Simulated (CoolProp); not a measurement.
Toluene at 298.15 K and 2.72 MPa is throttled through a valve to 0.38 MPa with no heat exchange. Each further row changes one setting.

Values from CoolProp's reference Helmholtz-energy equation of state, Lemmon 2006. It is a short technical equation, of lower accuracy than the large ones.

```tsv
case	temperature change (K)	final density (kg/m³)
as stated	[?]	861
outlet pressure 0.114 MPa	+1.2	861
outlet pressure 0.494 MPa	[?]	[?]
```

### Question
Some entries are withheld; supply them.

### Answer

- as stated, temperature change (K): +1.1
- outlet pressure 0.494 MPa, temperature change (K): +1.0
- outlet pressure 0.494 MPa, final density (kg/m³): 862
